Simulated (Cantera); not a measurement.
# Thermodynamics of carbothermic reduction, feed Fe₂O₃ + CO

A closed system holds: 1 mol Fe₂O₃, a varied amount of CO, at 923 K and 0.120 bar.

Method: chemical equilibrium by Gibbs-energy minimisation in Cantera with the NASA 1993 tables (ideal gas, pure condensed phases). Candidate condensed phases: C, Fe, Fe(CO)₅, FeO, Fe₂O₃, Fe₃O₄; 15 gas species. The tables' stoichiometric FeO is somewhat more stable than real wüstite, so its field is too wide. FeO: taken at fixed stoichiometry. Kinetics and transport are ignored.

At 0.95 mol CO the condensed part is FeO(s) + Fe₃O₄(s). From 1.6 mol CO to 4 mol CO the condensed part is FeO(s). At 4.6 mol CO the condensed part is Fe(α) + FeO(s).

```csv
n(CO) (mol),x CO₂,x CO,n FeO(s),n Fe₃O₄(s),n Fe(α)
0.95,0.945,0.0555,1.69,0.103,0
1.6,0.625,0.375,2.00,0,0
2.2,0.455,0.545,2.00,0,0
2.8,0.357,0.643,2.00,0,0
3.4,0.294,0.706,2.00,0,0
4,0.250,0.750,2.00,0,0
4.6,0.228,0.772,1.95,0,0.0502
```
x: gas mole fraction; n: condensed amount in mol.
